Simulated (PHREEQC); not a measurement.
PHREEQC input (ion-association model, phreeqc.dat):

```
SOLUTION_SPECIES
  CO3-2 + 10 H+ + 8 e- = CH4 + 3 H2O  # shut off: no methane
    -log_k -100
    -delta_h 0
    -analytic -100
SOLUTION 1
  temp 25
  units mol/kgw
  pH 7 charge
  Cl 0.168
  Mg 0.084
END
SELECTED_OUTPUT 1
  -reset false
  -pH true
  -pe true
  -ionic_strength true
  -water true
  -totals C Cl Mg C(-4) C(4) Hdg
  -molalities H+ Mg+2 Cl- CO3-2 OH- HCO3- CO2 (CO2)2 MgOH+ MgCO3
    MgHCO3+
USER_PUNCH 1
  -headings p_CO2(g) phi_CO2(g) p_Hdg(g) phi_Hdg(g) p_H2O(g) phi_H2O(g) density
  10 PUNCH PR_P("CO2(g)"), PR_PHI("CO2(g)"), PR_P("Hdg(g)"), PR_PHI("Hdg(g)"), PR_P("H2O(g)"), PR_PHI("H2O(g)"), RHO
PRINT
  -reset false
USE solution 1
REACTION_TEMPERATURE 1
  10
GAS_PHASE 1
  -fixed_pressure
  -pressure 1
  -temperature 10
  -volume 20
  CO2(g) 0.5
  Hdg(g) 0.5
  H2O(g) 0
END
# ... the last block is repeated for the other 7 points of T (°C)
```

Selected output (columns that matter, 8 of 8 rows; T (°C) added in front):

```
T (°C)	pH	mu	C	Cl	Mg	Hdg	m_H+	p_CO2(g)	phi_CO2(g)	p_Hdg(g)	phi_Hdg(g)	p_H2O(g)	phi_H2O(g)	density
10	3.9506	0.25212	0.024363	0.16803	0.084016	0.00042291	0.00014141	0.47972	0.99465	0.50794	1.0013	0.012338	0.99116	1.0067
20	3.9787	0.25216	0.017721	0.16806	0.08403	0.00038469	0.00013294	0.47795	0.99514	0.49872	1.0013	0.023334	0.99172	1.005
30	4.0119	0.25222	0.013354	0.16811	0.084053	0.00035542	0.00012358	0.47107	0.99556	0.48679	1.0012	0.042138	0.99213	1.0024
40	4.0502	0.25233	0.010314	0.16818	0.084092	0.00033059	0.00011358	0.45749	0.99593	0.46952	1.0013	0.072993	0.99237	0.99888
50	4.0945	0.25252	0.0080577	0.16831	0.084157	0.00030621	0.00010298	0.43457	0.99626	0.44367	1.0013	0.12176	0.9924	0.99469
60	4.1472	0.25285	0.0062581	0.16854	0.084269	0.00027805	9.1631e-05	0.39856	0.9966	0.40516	1.0016	0.19628	0.99224	0.98986
70	4.2129	0.25346	0.0046995	0.16895	0.084475	0.00024107	7.9155e-05	0.34449	0.99702	0.34885	1.002	0.30666	0.99191	0.98447
80	4.3025	0.25477	0.0032271	0.16983	0.084916	0.00018886	6.4737e-05	0.26605	0.99766	0.26839	1.0028	0.46556	0.9915	0.97857
```

At this temperature some constants are extrapolated from 25 °C, and those without enthalpy data are left unchanged.
